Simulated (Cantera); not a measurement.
**Thermodynamics of chemical vapour transport, feed Fe + HCl + N2**

Charge: 1 mol Fe, 1.3 mol HCl, 0.24 mol N2, at 100 Torr.

These are equilibrium values from Cantera (NASA tables, ideal gas, pure condensed phases), not measurements of a reactor. Candidate condensed phases: Fe, FeCl2, FeCl3, NH4Cl; 18 gas species. Rates play no part.

```json
[
 {"T (K)": "898", "x H2": "0.479", "x HCl": "0.275", "x FeCl2": "0.0156", "x N2": "0.228", "x Fe2Cl4": "0.00263", "x FeCl3": "4.32e-6", "n Fe(α)": "0.495", "n FeCl2(s)": "0.483", "n FeCl2(l)": "0", "n Fe(γ)": "0"},
 {"T (K)": "998", "x H2": "0.223", "x HCl": "0.434", "x FeCl2": "0.146", "x N2": "0.163", "x Fe2Cl4": "0.0337", "x FeCl3": "7.53e-5", "n Fe(α)": "0.670", "n FeCl2(s)": "0", "n FeCl2(l)": "0.0138", "n Fe(γ)": "0"},
 {"T (K)": "1098", "x H2": "0.224", "x HCl": "0.407", "x FeCl2": "0.198", "x N2": "0.158", "x Fe2Cl4": "0.0129", "x FeCl3": "8.01e-5", "n Fe(α)": "0.660", "n FeCl2(s)": "0", "n FeCl2(l)": "0", "n Fe(γ)": "0"},
 {"T (K)": "1198", "x H2": "0.235", "x HCl": "0.378", "x FeCl2": "0.226", "x N2": "0.157", "x Fe2Cl4": "0.00459", "x FeCl3": "7.17e-5", "n Fe(α)": "0", "n FeCl2(s)": "0", "n FeCl2(l)": "0", "n Fe(γ)": "0.639"},
 {"T (K)": "1298", "x H2": "0.247", "x HCl": "0.351", "x FeCl2": "0.244", "x N2": "0.156", "x Fe2Cl4": "0.00179", "x FeCl3": "6.22e-5", "n Fe(α)": "0", "n FeCl2(s)": "0", "n FeCl2(l)": "0", "n Fe(γ)": "0.620"},
 {"T (K)": "1398", "x H2": "0.258", "x HCl": "0.328", "x FeCl2": "0.257", "x N2": "0.156", "x Fe2Cl4": "0.000784", "x FeCl3": "5.42e-5", "n Fe(α)": "0", "n FeCl2(s)": "0", "n FeCl2(l)": "0", "n Fe(γ)": "0.603"},
 {"T (K)": "1498", "x H2": "0.268", "x HCl": "0.309", "x FeCl2": "0.267", "x N2": "0.156", "x Fe2Cl4": "0.000380", "x FeCl3": "4.78e-5", "n Fe(α)": "0", "n FeCl2(s)": "0", "n FeCl2(l)": "0", "n Fe(γ)": "0.588"},
 {"T (K)": "1598", "x H2": "0.276", "x HCl": "0.293", "x FeCl2": "0.275", "x N2": "0.156", "x Fe2Cl4": "0.000201", "x FeCl3": "4.27e-5", "n Fe(α)": "0", "n FeCl2(s)": "0", "n FeCl2(l)": "0", "n Fe(γ)": "0.576"}
]
```
x: gas mole fraction; n: condensed amount in mol.

At 898 K the condensed part is Fe(α) + FeCl2(s). At 998 K the condensed part is Fe(α) + FeCl2(l). At 1098 K the condensed part is Fe(α). From 1198 K to 1598 K the condensed part is Fe(γ). The main Fe-bearing gas is FeCl2 throughout. The share of Fe in condensed phases is highest at 898 K (97.8 %) and lowest at 1598 K (57.6 %).
